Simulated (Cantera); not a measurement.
A perfectly stirred reactor is fed with 0.872 % H₂, 99.1 % O₂, at 0.0375 atm; it is held at 1098 K, and followed from long to short residence time.

Cantera simulation using the H2/O2 subset of GRI-Mech 3.0, which has no nitrogen chemistry; the numbers are that mechanism's predictions, not measurements. Radical loss at walls, strong at low pressure, is not modelled.

x: mole fraction; the columns are a selection and need not sum to one.

```csv
τ (s),x H₂,x O₂,x OH,x HO₂,x H₂O₂,x H
5.1,2.44e-5,0.991,7.12e-5,4.67e-7,2.66e-8,1.22e-6
1.4,5.04e-5,0.991,0.000112,8.02e-7,3.74e-8,4.33e-6
0.40,0.000100,0.990,0.000177,1.31e-6,5.12e-8,1.44e-5
0.11,0.000204,0.990,0.000286,2.10e-6,7.21e-8,4.67e-5
0.031,[?],0.989,[?],[?],[?],[?]
0.0085,0.000951,0.987,0.000724,4.54e-6,1.66e-7,0.000312
0.0024,[?],0.987,[?],[?],[?],[?]
```

**Question.** Some entries are withheld; supply them.

**Answer.** 
- 0.031, x H₂: 0.000424
- 0.031, x OH: 0.000460
- 0.031, x HO₂: 3.20e-6
- 0.031, x H₂O₂: 1.06e-7
- 0.031, x H: 0.000132
- 0.0024, x H₂: 0.00222
- 0.0024, x OH: 0.00101
- 0.0024, x HO₂: 5.63e-6
- 0.0024, x H₂O₂: 2.48e-7
- 0.0024, x H: 0.000500
